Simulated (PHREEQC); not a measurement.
Consider water at 20 °C with 0.11 mol Al(NO3)3, 0.011 mol Na2CO3 and 3.2e-05 mol Cs2CO3 per kg of water. Closed to the air; pH follows from the charge balance.

Computed with PHREEQC (ion-association model, wateq4f.dat).

Each row changes one thing in this solution. Precipitation was switched off in this run.

| case | pH | ionic strength (mol/kgw) | Al+3 (mol/kgw) | AlOH+2 (mol/kgw) | Al(OH)2+ (mol/kgw) | HCO3- (mol/kgw) | SI of Al(OH)3(a) (Al(OH)3) | SI of Boehmite (AlOOH) |
|---|---|---|---|---|---|---|---|---|
| as made | 4.85 | 0.619 | 0.0904 | 0.0176 | 0.00197 | 0.000520 | +1.29 | +3.49 |
| temperature from 20 to 35 °C | 4.42 | 0.619 | 0.0906 | 0.0169 | 0.00245 | 0.000237 | +0.94 | +3.20 |
| Al(NO3)3 from 0.11 to 0.055 mol/kgw | 5.12 | 0.292 | 0.0373 | 0.0141 | 0.00349 | 0.000812 | +1.83 | +4.03 |
| diluted 100-fold with water | 4.62 | 0.00614 | 0.000885 | 0.000185 | 2.99e-5 | 2.01e-6 | -0.63 | +1.57 |
| temperature from 20 to 75 °C | 3.45 | 0.618 | 0.0902 | 0.0170 | 0.00275 | 2.57e-5 | +0.10 | +2.50 |

Some of these states are supersaturated (in Al(OH)3(a), Boehmite (slow to form), Gibbsite (slow to form), for instance). Constants without temperature data keep their 25 °C values here.
